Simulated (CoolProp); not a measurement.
Properties of R1234ze(Z) along the isotherm 440 K (Tc = 423.3 K, pc = 3.531 MPa, ω = 0.327).

Computed with CoolProp (reference Helmholtz-energy equation of state, Akasaka 2019).

| p (MPa) | phase | density (kg/m³) | cp (kJ/(kg K)) | cv (kJ/(kg K)) | isothermal compressibility (1/MPa) | expansivity (1/kK) |
|---|---|---|---|---|---|---|
| 0.0167 | gas | 0.5214 | 1.067 | 0.9936 | 59.97 | 2.286 |
| 0.0246 | gas | 0.7686 | 1.068 | 0.9937 | 40.74 | 2.292 |
| 0.0361 | gas | 1.129 | 1.068 | 0.9940 | 27.79 | 2.300 |
| 0.053 | gas | 1.660 | 1.069 | 0.9944 | 18.96 | 2.314 |
| 0.0777 | gas | 2.440 | 1.071 | 0.9951 | 12.96 | 2.333 |
| 0.114 | gas | 3.592 | 1.073 | 0.9960 | 8.867 | 2.362 |
| 0.167 | gas | 5.288 | 1.076 | 0.9973 | 6.084 | 2.405 |
| 0.246 | gas | 7.850 | 1.081 | 0.9993 | 4.162 | 2.471 |
| 0.361 | gas | 11.65 | 1.089 | 1.002 | 2.870 | 2.571 |
| 0.53 | gas | 17.40 | 1.101 | 1.007 | 1.990 | 2.729 |
| 0.777 | gas | 26.19 | 1.120 | 1.013 | 1.396 | 2.985 |
| 1.14 | gas | 40.04 | 1.153 | 1.023 | 0.9960 | 3.426 |
| 1.67 | gas | 62.75 | 1.212 | 1.039 | 0.7357 | 4.263 |
| 2.46 | gas | 104.5 | 1.348 | 1.065 | 0.5847 | 6.270 |
| 3.61 | supercritical | 201.9 | 1.908 | 1.121 | 0.6122 | 14.88 |
| 5.3 | supercritical | 615.4 | 2.878 | 1.156 | 0.2156 | 22.79 |
